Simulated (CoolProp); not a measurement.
Vapour-liquid equilibrium of n-heptane (1) + n-dodecane (2) at 22.4 kPa; x and y are mole fractions of (1).

Model: multi-fluid Helmholtz-energy mixture model, Span 2003 and Lemmon 2004; pair parameters Bell 2016, in CoolProp.

```tsv
x	bubble temperature (°C)	y at the bubble point	dew temperature at overall composition x (°C)	liquid density (mol/L)
0.05	139.1	0.554	160.1	3.942
0.15	109.9	0.877	156.8	4.232
0.25	93.2	0.950	153.2	4.481
0.35	82.4	0.975	149.2	4.717
0.45	74.9	0.986	144.7	4.955
0.55	69.3	0.992	139.4	5.201
0.65	64.9	0.995	133.1	5.461
0.75	61.3	0.997	125.1	5.737
0.85	58.3	0.998	113.9	6.035
0.95	55.5	1.000	93.2	6.358
```

No azeotrope shows between x = 0.05 and 0.95.

The pair parameters rest on a limited set of measurements; away from them the model extrapolates. The gap from Raoult's law changes sign with composition, which may be real or a fault of the pair parameters; it wasn't checked against measurements.
